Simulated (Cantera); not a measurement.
Input: 1 mol C₂H₅OH, 5.8 mol H₂O, 0.35 mol H₂, equilibrated at 1 atm.

Method: chemical equilibrium by Gibbs-energy minimisation in Cantera with the NASA 1993 tables (ideal gas, pure condensed phases). Candidate condensed phases: C, C₆H₆, C₇H₈, C₈H₁₈, H₂O; 110 gas species. Equilibrium is a limit: real reactors are often held back by kinetics, nucleation or transport.

### Question
At 575 °C, list the 5 most abundant gas species with their mole fractions, and the condensed phases.

### Answer
H₂ 0.421, H₂O 0.386, CO₂ 0.115, CO 0.0404, CH₄ 0.0379. Condensed: gas only.
